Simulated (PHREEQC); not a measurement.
A column of 0.1 m (30 cells, dispersivity 0.0035 m, 720 s a shift, diffusion coefficient 3e-10 m²/s) holds 0.026 eq of the database's cation exchanger X per kg of pore water, first in equilibrium with 0.092 mol KCl, 0.002 mol NH4Cl, 0.0017 mol LiCl and 1e-05 mol HCl per kg of water. It is flushed with 0.072 mol NaCl and 1e-05 mol HCl per kg of water, at 40 °C. Values are for the last cell. CO2 from the air is kept out. Nothing may precipitate in this run.

The numbers come from PHREEQC with the ion-association model, phreeqc.dat.

Q: Predict Li in solution (mol/kgw), NH4 in solution (mol/kgw), K in solution (mol/kgw), KX on the exchanger (mol/kgw) at pore volumes = 1.517, 1.817.

A: 
| pore volumes | Li in solution (mol/kgw) | NH4 in solution (mol/kgw) | K in solution (mol/kgw) | KX on the exchanger (mol/kgw) |
|---|---|---|---|---|
| 1.517 | 0.000141 | 0.000408 | 0.0208 | 0.0167 |
| 1.817 | 4.29e-5 | 0.000237 | 0.0130 | 0.0130 |

Complexes and solids missing from the database can't appear. At this temperature some constants are extrapolated from 25 °C, and those without enthalpy data are left unchanged.
